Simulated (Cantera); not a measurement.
An adiabatic, constant-volume homogeneous reactor starts with CH₄ : O₂ : N₂ : H₂O = 1 : 2.86 : 10.6 : 1.3 (molar parts), at 1575 K and 0.987 atm. Integrator tolerance rtol = 1e-08.

Detailed kinetics in Cantera: GRI-Mech 3.0 (53 species, 325 reactions).

Problem. What does this change do: O2 2.86 to 1.6 parts?

Solution. 
```tsv
quantity	before	after
time of steepest temperature rise	0.560 ms	1.09 ms
temperature at 2.00 s	2701 K	2631 K
equilibrium temperature	2701 K	2631 K
x(CH₄) at 2.00 s	<1e-12 (gas-phase equilibrium <1e-12)	<1e-12 (gas-phase equilibrium <1e-12)
x(O₂) at 2.00 s	0.0509 (gas-phase equilibrium 0.0509)	0.00262 (gas-phase equilibrium 0.00262)
x(H₂O) at 2.00 s	0.183 (gas-phase equilibrium 0.183)	0.182 (gas-phase equilibrium 0.182)
x(CO) at 2.00 s	0.0154 (gas-phase equilibrium 0.0154)	0.0341 (gas-phase equilibrium 0.0341)
x(CH₂O) at 2.00 s	9.82e-11 (gas-phase equilibrium 9.82e-11)	7.03e-10 (gas-phase equilibrium 7.03e-10)
x(C₂H₄) at 2.00 s	<1e-12 (gas-phase equilibrium <1e-12)	<1e-12 (gas-phase equilibrium <1e-12)
x(CH₂) at 2.00 s	<1e-12 (gas-phase equilibrium <1e-12)	<1e-12 (gas-phase equilibrium <1e-12)
```

Problem. What does this change do: H2O 1.3 to 0.83 parts?

Solution. 
```
quantity                                                              before                                      after
---------------------------------  -----------------------------------------  -----------------------------------------
time of steepest temperature rise                                   0.560 ms                                   0.538 ms
temperature at 2.00 s                                                 2701 K                                     2732 K
equilibrium temperature                                               2701 K                                     2732 K
x(CH₄) at 2.00 s                       <1e-12 (gas-phase equilibrium <1e-12)      <1e-12 (gas-phase equilibrium <1e-12)
x(O₂) at 2.00 s                        0.0509 (gas-phase equilibrium 0.0509)      0.0523 (gas-phase equilibrium 0.0523)
x(H₂O) at 2.00 s                         0.183 (gas-phase equilibrium 0.183)        0.159 (gas-phase equilibrium 0.159)
x(CO) at 2.00 s                        0.0154 (gas-phase equilibrium 0.0154)      0.0173 (gas-phase equilibrium 0.0173)
x(CH₂O) at 2.00 s                  9.82e-11 (gas-phase equilibrium 9.82e-11)  1.08e-10 (gas-phase equilibrium 1.08e-10)
x(C₂H₄) at 2.00 s                      <1e-12 (gas-phase equilibrium <1e-12)      <1e-12 (gas-phase equilibrium <1e-12)
x(CH₂) at 2.00 s                       <1e-12 (gas-phase equilibrium <1e-12)      <1e-12 (gas-phase equilibrium <1e-12)
```

Problem. What does this change do: constant pressure in place of constant volume?

Solution. 
| quantity | before | after |
|---|---|---|
| time of steepest temperature rise | 0.560 ms | 0.584 ms |
| temperature at 2.00 s | 2701 K | 2559 K |
| equilibrium temperature | 2701 K | 2559 K |
| x(CH₄) at 2.00 s | <1e-12 (gas-phase equilibrium <1e-12) | <1e-12 (gas-phase equilibrium <1e-12) |
| x(O₂) at 2.00 s | 0.0509 (gas-phase equilibrium 0.0509) | 0.0511 (gas-phase equilibrium 0.0511) |
| x(H₂O) at 2.00 s | 0.183 (gas-phase equilibrium 0.183) | 0.189 (gas-phase equilibrium 0.189) |
| x(CO) at 2.00 s | 0.0154 (gas-phase equilibrium 0.0154) | 0.0113 (gas-phase equilibrium 0.0113) |
| x(CH₂O) at 2.00 s | 9.82e-11 (gas-phase equilibrium 9.82e-11) | 3.01e-11 (gas-phase equilibrium 3.01e-11) |
| x(C₂H₄) at 2.00 s | <1e-12 (gas-phase equilibrium <1e-12) | <1e-12 (gas-phase equilibrium <1e-12) |
| x(CH₂) at 2.00 s | <1e-12 (gas-phase equilibrium <1e-12) | <1e-12 (gas-phase equilibrium <1e-12) |
